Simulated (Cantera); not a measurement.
A counterflow diffusion flame at 1.00 bar, nozzles 20 mm apart: fuel side 100 % H2 at 323 K, oxidiser side 18.0 % O2, 82.0 % N2 at 550 K, fuel mass flux 0.32 times the oxidiser's; mixture-averaged transport, no radiation.

Cantera simulation using the H2/O2 subset of GRI-Mech 3.0, which has no nitrogen chemistry; the numbers are that mechanism's predictions, not measurements. The maximum strain rate includes the flame's own expansion and is several times the mean.

x: mole fraction; the columns are a selection and need not sum to one.

```
oxidiser flux (kg/m²/s)  max strain (1/s)  mean strain (1/s)  T max (K)  peak x OH  peak x H  peak x H2O  peak x HO2
-----------------------  ----------------  -----------------  ---------  ---------  --------  ----------  ----------
0.6                                   720                176       2292     0.0160    0.0165       0.246           …
0.85                                  972                249       2244     0.0161    0.0187       0.243           …
1.2                                  1310                351       2205     0.0163    0.0212       0.241           …
1.7                                  1840                498       2149     0.0161    0.0238       0.239           …
2.4                                  2580                703       2095     0.0159    0.0267       0.236           …
3.4                                  3630                995       2037     0.0154    0.0298       0.234           …
4.8                                  5080               1410       1980     0.0149    0.0332       0.231           …
6.7                                  7070               1960       1923     0.0143    0.0364       0.229           …
9.5                                  9990               2780       1859     0.0135    0.0398       0.226           …
13                                  13600               3810       1800     0.0126    0.0429       0.222           …
```

**Question.** Some entries are withheld; supply them.

**Answer.** 
- 0.6, peak x HO2: 5.39e-5
- 0.85, peak x HO2: 6.64e-5
- 1.2, peak x HO2: 7.90e-5
- 1.7, peak x HO2: 9.26e-5
- 2.4, peak x HO2: 0.000107
- 3.4, peak x HO2: 0.000122
- 4.8, peak x HO2: 0.000138
- 6.7, peak x HO2: 0.000152
- 9.5, peak x HO2: 0.000169
- 13, peak x HO2: 0.000185
